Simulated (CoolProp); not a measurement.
n-perfluorohexane along the isotherm 255.7 K: density (kg/m³) from the reference equation and from simpler models built on Tc = 448.0 K, pc = 1742 kPa, ω = 0.497; each cubic takes its own stable root.

Values from CoolProp's reference Helmholtz-energy equation of state, Gao 2022.

```csv
p (kPa),phase,reference
1240,liquid,1799
2490,liquid,1803
3730,liquid,1807
4980,liquid,1811
6220,liquid,1814
7460,liquid,1818
8710,liquid,1821
9950,liquid,1825
11200,liquid,1828
12400,liquid,1831
13700,liquid,1835
14900,liquid,1838
16200,liquid,1841
17400,liquid,1844
```

How far does each simpler model (van der Waals, Redlich-Kwong, Soave-Redlich-Kwong, Peng-Robinson) lie from the reference over these 14 states: mean and median of the absolute difference, and the worst?


- van der Waals: mean 41.8 %, median 41.5 %, worst -44.0 % at 255.7 K and 1240 kPa
- Redlich-Kwong: mean 16.2 %, median 16.1 %, worst -17.9 % at 255.7 K and 1240 kPa
- Soave-Redlich-Kwong: mean 13.0 %, median 12.9 %, worst -13.5 % at 255.7 K and 1240 kPa
- Peng-Robinson: mean 2.4 %, median 2.4 %, worst -2.6 % at 255.7 K and 1240 kPa
